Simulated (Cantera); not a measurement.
Cantera run:

```python
import numpy as np
import cantera as ct

gas_names = [...]  # 97 gases of nasa_gas.yaml made of Al, C, H, N
cond_names = """
    AL(cr) AL(L) ALN(s) C(gr) C6H6(L) C7H8(L) C8H18(L),n-octa
""".split()


# ... load() reads the species with a 1 bar reference pressure and builds the phases ...
atoms = {
    'Al(CH3)3': {'AL': 1, 'C': 3, 'H': 9},
    'N2': {'N': 2},
    'H2': {'H': 2},
}
top_T = {'ALN(s)': 2750, 'C(gr)': 4500}  # K; cautious upper limits of use, not melting points


# ... equilibrate(T, P, feed) seeds the gas with the atoms and calls Mixture.equilibrate('TP', solver="vcs", rtol=1e-11, max_steps=5000) ...
results = []
feed = {'Al(CH3)3': 1, 'N2': 12, 'H2': 5.6}  # mol
T = 2150  # K
P = 133.322  # Pa
mix = equilibrate(T, P, feed)
results.append((T, P, feed, dict(zip(mix.species_names, mix.species_moles))))
x = sorted(zip(gas.X, gas.species_names), reverse=True)
print(f"T = {T:g} K  P = {P:g} Pa  gas = {mix.phase_moles(0):.4g} mol")
print("   x: " + "  ".join(f"{s} {v:.3e}" for v, s in x if v > 1e-05))
print("   condensed (mol): " + ("  ".join(f"{mix.phase(i).name} {mix.phase_moles(i):.4g}"
      for i in range(1, mix.n_phases) if mix.phase_moles(i) > 1e-12) or "none"))
```

It prints:

```
T = 2150 K  P = 133.322 Pa  gas = 23.95 mol
   x: N2 4.951e-01  H2 3.794e-01  H 7.114e-02  AL 4.156e-02  HCN 1.106e-02  HNC 8.095e-04  C2H2,acetylene 7.349e-04  ALH 1.924e-04  CN 6.713e-05
   condensed (mol): C(gr) 2.678
```

Cantera equilibrium calculation (NASA polynomials, part measured and part estimated; ideal gas, pure solids and liquids). The feed counts by its element totals alone.
